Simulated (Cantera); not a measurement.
Input: 1 mol C₂H₄, 0.083 mol O₂, 3.2 mol H₂, at 8100000 Pa.

Cantera equilibrium calculation (NASA polynomials, part measured and part estimated; ideal gas, pure solids and liquids). Candidate condensed phases: C, C₆H₆, C₇H₈, C₈H₁₈, H₂O; 110 gas species. The ideal-gas law is rough above about 30 bar. Rates play no part.

Q: What share of the C ends up in condensed phases as a function of T (K), at 2398, 2448, 2498, 2548, 2598, 2648, 2698, 2748, 2798, 2848, 2898?

A: 
| T (K) | C condensed (%) | as |
|---|---|---|
| 2398 | 84.4 | C(graphite) |
| 2448 | 83.7 | C(graphite) |
| 2498 | 82.9 | C(graphite) |
| 2548 | 81.8 | C(graphite) |
| 2598 | 80.5 | C(graphite) |
| 2648 | 78.9 | C(graphite) |
| 2698 | 77.0 | C(graphite) |
| 2748 | 74.8 | C(graphite) |
| 2798 | 72.3 | C(graphite) |
| 2848 | 69.3 | C(graphite) |
| 2898 | 66.0 | C(graphite) |
